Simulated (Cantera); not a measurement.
Cantera run, input and output.

```python
import numpy as np
import cantera as ct

gas = ct.Solution("h2o2.yaml")
gas.TPX = 425, 19000, {'H2': 1, 'O2': 0.417, 'N2': 1.2}
flame = ct.FreeFlame(gas, width=0.13)
flame.set_refine_criteria(ratio=3, slope=0.08, curve=0.16)
flame.transport_model = "mixture-averaged"
flame.solve(loglevel=0, auto=True)
z, T = flame.grid, flame.T
thick = (T[-1] - T[0]) / np.gradient(T, z).max()
show = ['H2', 'O2', 'H2O', 'O', 'H2O2', 'H']
print(f"laminar burning velocity  {flame.velocity[0] * 100:.3f} cm/s")
print(f"burnt temperature         {T[-1]:.1f} K")
print(f"thermal thickness         {thick * 1e3:.4f} mm")
print(f"grid points               {len(z)}")
z0 = z[flame.heat_release_rate.argmax()]
print(f"{'z/mm':>9s}{'T/K':>9s}{'u/(m/s)':>9s}" + "".join(f"{s:>11s}" for s in show))
rows = []
for k in (-3, -2, -1.5, -1, -0.5, -0.25, 0, 0.25, 0.5, 1, 2, 4, 8):
    zz = z0 + k * thick
    rows.append([k * thick, np.interp(zz, z, T), np.interp(zz, z, flame.velocity),
                 *(np.interp(zz, z, flame.X[gas.species_index(s)]) for s in show)])
    print(f"{rows[-1][0] * 1e3:9.3f}{rows[-1][1]:9.1f}{rows[-1][2]:9.3f}" + "".join(f"{x:11.3e}" for x in rows[-1][3:]))
```

Result:

```
laminar burning velocity  474.552 cm/s
burnt temperature         2517.7 K
thermal thickness         3.3492 mm
grid points               139
     z/mm      T/K  u/(m/s)         H2         O2        H2O          O       H2O2          H
  -10.048    425.0    4.746  3.821e-01  1.593e-01 -8.509e-17  1.739e-18  5.137e-19  3.503e-20
   -6.698    425.0    4.746  3.821e-01  1.593e-01  1.054e-14  1.322e-15  4.545e-17  7.600e-17
   -5.024    425.0    4.746  3.821e-01  1.593e-01  1.902e-12  1.840e-13  1.136e-14  8.355e-14
   -3.349    425.0    4.746  3.821e-01  1.593e-01  1.051e-09  6.300e-11  9.728e-12  3.135e-10
   -1.675    428.9    4.783  3.812e-01  1.595e-01  9.245e-05  1.490e-06  1.241e-06  3.396e-05
   -0.837    636.4    6.963  3.514e-01  1.552e-01  1.569e-02  1.759e-04  1.403e-05  8.543e-03
    0.000   1131.5   11.926  1.960e-01  1.015e-01  1.318e-01  7.791e-03  1.050e-06  7.579e-02
    0.837   1434.3   14.943  8.557e-02  3.221e-02  2.549e-01  1.426e-02  1.085e-06  1.123e-01
    1.675   1558.5   16.115  7.876e-02  2.359e-02  2.708e-01  1.440e-02  7.940e-07  1.049e-01
    3.349   1702.8   17.432  8.266e-02  2.053e-02  2.780e-01  1.358e-02  4.654e-07  8.961e-02
    6.698   1866.5   18.875  8.608e-02  1.742e-02  2.872e-01  1.188e-02  2.409e-07  7.271e-02
   13.397   2038.7   20.339  8.754e-02  1.402e-02  2.992e-01  9.529e-03  1.277e-07  5.616e-02
   26.794   2208.0   21.726  8.689e-02  1.056e-02  3.132e-01  6.926e-03  7.835e-08  4.127e-02
```

Model: the H2/O2 subset of GRI-Mech 3.0, which has no nitrogen chemistry, integrated in Cantera. Burning velocities carry a grid error of a few per cent, more on coarse grids.
